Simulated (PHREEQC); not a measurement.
City or well water

Model water analysis in mg/L, 50 °C, pH 8.74, pe 1.3:

```csv
constituent,mg/L
Na,20.3
K,0.362
Ca,9.31
Mg,2.88
Cl,29.8
S(6) as SO4,22.9
Alkalinity as HCO3,22
N(-3) as NH4,0.254
Si as SiO2,0.0856
B,0.249
Br,0.557
```

Valence states are taken as typed.

The numbers come from PHREEQC with the ion-association model, wateq4f.dat.

Precipitation was switched off in this run.

Task: What charge-balance error does the model give?

Result: charge-balance error -2.4 %.

Task: In which forms is S present?

Result: SO4-2 93 %, CaSO4 3.3 %, MgSO4 2.8 % of the S.

Complexes and solids missing from the database can't appear. At this temperature some constants are extrapolated from 25 °C, and those without enthalpy data are left unchanged.
